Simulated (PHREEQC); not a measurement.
## Sulfide liquor

Consider water at 25 °C with 0.0021 mmol/kgw H2S and 0.69 mmol/kgw ZnCl2. Closed to the air; pH follows from the charge balance.

The numbers come from PHREEQC with the ion-association model, wateq4f.dat.

No solid was allowed to form.

Question: Predict the pH.

Answer: pH 5.64.

Question: In which forms is S present?

Answer: Zn(HS)2 99 %, H2S 1.4 % of the S.

The solution is supersaturated, for example in ZnS(a), Sphalerite (slow to form), so a real one may precipitate; this is no full list. The polysulfide entries of wateq4f.dat were taken out for this run.
